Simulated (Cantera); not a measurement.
## Diamond growth

A diamond (100) surface in a fixed gas of H2 with x(CH4) = 0.019, x(H) = 0.037, at 1198 K, 0.0130 bar; coverages are run to steady state.

Detailed kinetics in Cantera: the Harris–Goodwin 1993 mechanism for the reconstructed diamond (100) surface.

| x(CH3) | growth (µm/h) | θ c6HH | θ c6H* | θ c6*H | θ c6** | θ c6HM |
|---|---|---|---|---|---|---|
| 1e-06 | 0.00667 | 0.439 | 0.0384 | 0.492 | 0.0308 | 3.06e-6 |
| 2.3e-06 | 0.0153 | 0.439 | 0.0384 | 0.492 | 0.0308 | 7.03e-6 |
| 5.3e-06 | 0.0354 | 0.439 | 0.0384 | 0.492 | 0.0308 | 1.62e-5 |
| 1.2e-05 | 0.0801 | 0.439 | 0.0384 | 0.492 | 0.0308 | 3.67e-5 |
| 2.9e-05 | 0.193 | 0.439 | 0.0384 | 0.492 | 0.0308 | 8.86e-5 |
| 6.6e-05 | 0.440 | 0.439 | 0.0384 | 0.492 | 0.0308 | 0.000202 |
| 0.00015 | 1.000 | 0.439 | 0.0384 | 0.492 | 0.0308 | 0.000458 |
| 0.00035 | 2.33 | 0.438 | 0.0383 | 0.491 | 0.0307 | 0.00107 |
| 0.00081 | 5.37 | 0.437 | 0.0382 | 0.490 | 0.0305 | 0.00246 |
θ: site fractions in the mechanism's names (c6HH fully hydrogenated, c6H* and c6*H radical sites, c6** diradical, c6HM methylated).
